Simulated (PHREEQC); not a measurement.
# Metal-bearing waste water

Solution (25 °C): 0.0073 mol FeSO4 and 0.0017 mol NaH2PO4 per kg of water. Closed to the air; pH follows from the charge balance.

Computed with PHREEQC (ion-association model, phreeqc.dat).

Each row changes one thing in this solution. This is a speciation only: nothing precipitates in the calculation.

| case | pH | ionic strength (mol/kgw) |
|---|---|---|
| as made | 4.76 | 0.0226 |
| diluted 100-fold with water | 5.95 | 0.000306 |
| 0.00021 mol/kgw NaHF2 added | 3.98 | 0.0229 |
| 0.00056 mol/kgw CO2 added | 4.64 | 0.0226 |
| NaH2PO4 left out | 6.05 | 0.0221 |
| FeSO4 left out | 5.01 | 0.00172 |
| FeSO4 from 0.0073 to 0.00365 mol/kgw | 4.78 | 0.0126 |
| temperature from 25 to 60 °C | 4.78 | 0.0203 |
| 0.00024 mol/kgw HCl added | 3.82 | 0.0228 |

Complexes and solids missing from the database can't appear. Some of these states are supersaturated (in Vivianite, for instance). At this temperature some constants are extrapolated from 25 °C, and those without enthalpy data are left unchanged. Fluoro complexes past AlF4- and FeF3 are missing from the database.
